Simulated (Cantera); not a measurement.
An isothermal, constant-pressure homogeneous reactor starts with H2 : O2 = 0.0059 : 1 (molar parts), equivalence ratio 0.0029, at 1250 K and 19.5 Torr.

Model: the H2/O2 subset of GRI-Mech 3.0, which has no nitrogen chemistry, integrated in Cantera. Radical loss at walls, strong at low pressure, is not modelled.

One state of this run: x H2 = 1.07e-5; x O2 = 0.990; x H = 8.09e-5; x OH = 0.000458; x HO2 = 7.28e-7; x H2O = 0.00559; x H2O2 = 1.76e-8. x: mole fraction; the columns are a selection and need not sum to one.

**Question.** Which value of t (s) does it belong to?
A. 20.0
B. 0.946
C. 0.206
D. 0.0447

**Answer.** D, 0.0447
